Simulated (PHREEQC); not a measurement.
# Acid rinse or clean: speciation

Dissolve 0.0046 mol HBr, 0.007 mol AlCl3 and 0.27 mol MgCl2 per kg of water at 85 °C. Closed to the air; pH follows from the charge balance.

Model: ion-association model, wateq4f.dat, run in PHREEQC.

Each row changes one thing in this solution. No solid was allowed to form.

```csv
case,pH,Al+3 (mol/kgw),AlOH+2 (mol/kgw),Al(OH)2+ (mol/kgw),MgOH+ (mol/kgw),SI of Boehmite (AlOOH),SI of Gibbsite (Al(OH)3)
as made,2.46,0.00678,0.000211,4.80e-6,9.18e-9,-1.19,-1.39
HBr left out,3.12,0.00604,0.000865,9.07e-5,4.22e-8,+0.75,+0.55
AlCl3 from 0.007 to 0.0014 mol/kgw,2.47,0.00136,?,1.04e-6,9.47e-9,-1.84,-2.03
temperature from 85 to 15 °C,2.46,0.00700,3.90e-6,1.02e-9,4.69e-11,-5.21,-4.60
HBr from 0.0046 to 0.00414 mol/kgw,2.50,0.00676,0.000231,5.79e-6,1.01e-8,?,-1.26
MgCl2 from 0.27 to 0.243 mol/kgw,2.46,0.00678,0.000211,4.91e-6,8.15e-9,-1.18,-1.37
temperature from 85 to 5 °C,2.46,0.00700,1.96e-6,1.83e-10,1.74e-11,-5.97,-5.21
AlCl3 from 0.007 to 0.0035 mol/kgw,2.47,0.00339,0.000108,2.52e-6,9.36e-9,-1.46,-1.65
diluted 5-fold with water,3.05,0.00121,0.000170,2.36e-5,8.31e-9,+0.15,-0.03
```

Complete the blanks.


- AlCl3 from 0.007 to 0.0014 mol/kgw, AlOH+2 (mol/kgw): 4.37e-5
- HBr from 0.0046 to 0.00414 mol/kgw, SI of Boehmite (AlOOH): -1.07

The ionic strength passes 0.7 mol/kgw, the rough limit of the ion-association models, in as made; HBr left out; AlCl3 from 0.007 to 0.0014 mol/kgw; temperature from 85 to 15 °C; HBr from 0.0046 to 0.00414 mol/kgw; MgCl2 from 0.27 to 0.243 mol/kgw; temperature from 85 to 5 °C; AlCl3 from 0.007 to 0.0035 mol/kgw. Species that the database lacks are ignored. Some of these states are supersaturated (in Boehmite (slow to form), Gibbsite (slow to form), for instance). Away from 25 °C the constants follow the database's enthalpies or fits; those with neither stay at their 25 °C values.
